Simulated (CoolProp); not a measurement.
Saturation properties of R11 (Tc = 471.1 K, pc = 4.408 MPa, ω = 0.189).

The numbers come from the reference Helmholtz-energy equation of state, Jacobsen 1992 in CoolProp.

```csv
T (K),p (MPa),vapour density (kg/m³),enthalpy of vaporisation (kJ/kg),liquid viscosity (µPa s)
272.8,0.03960,2.445,189.9,566
280.8,0.05525,3.331,187.1,518
288.7,0.07518,4.434,184.3,477
296.7,0.1008,5.822,181.4,439
304.7,0.1327,7.525,178.4,406
312.7,0.1720,9.590,175.4,376
320.7,0.2197,12.07,172.2,349
328.7,0.2769,15.02,168.8,325
336.7,0.3448,18.49,165.4,302
344.6,0.4236,22.52,161.8,282
352.6,0.5163,27.27,157.9,262
```

It boils at 296.9 K under 1 atm.

Viscosity comes from a separate model (Klein 1997), an estimate that may be off by 10 % or more.
